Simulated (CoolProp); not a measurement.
Vapour-liquid equilibrium of ethanol (1) + hexamethyldisiloxane (MM) (2) at 433.4 K; x and y are mole fractions of (1).

Values from CoolProp's multi-fluid Helmholtz-energy mixture model, Schroeder 2014 and Thol 2016; pair parameters Bell 2016.

### Question
Give the bubble pressure and the first vapour's composition at x = 0.55, 0.75, 0.85. Is there an azeotrope?

### Answer
x = 0.55: 10.72 bar, y = 0.709; x = 0.75: 11.74 bar, y = 0.820; x = 0.85: 12.15 bar, y = 0.886. No azeotrope shows between x = 0.05 and 0.95.

Pair parameters are fitted to limited data, so mixtures are less certain than the pure fluids.
